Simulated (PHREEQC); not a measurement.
# Buffer (model solution)

Dissolve 6.9 mmol/kgw NaHSO4 and 0.065 mmol/kgw NaOH at 25 °C. Closed to the air; pH follows from the charge balance.

The numbers come from PHREEQC with the Pitzer model, pitzer.dat.

```json
{
 "pH": "2.34",
 "ionic_strength": "0.0176 mol/kgw",
 "specific_conductance": "2800 µS/cm",
 "osmotic_coefficient": "0.921",
 "total_alkalinity": "-6.83 meq/kg"
}
```

```
species  molality  activity   log γ
-------  --------  --------  ------
Na+       0.00696   0.00606  -0.060
SO4-2     0.00535   0.00312  -0.235
H+        0.00529   0.00457  -0.063
HSO4-     0.00155   0.00136  -0.056
```

Precipitation was switched off in this run.
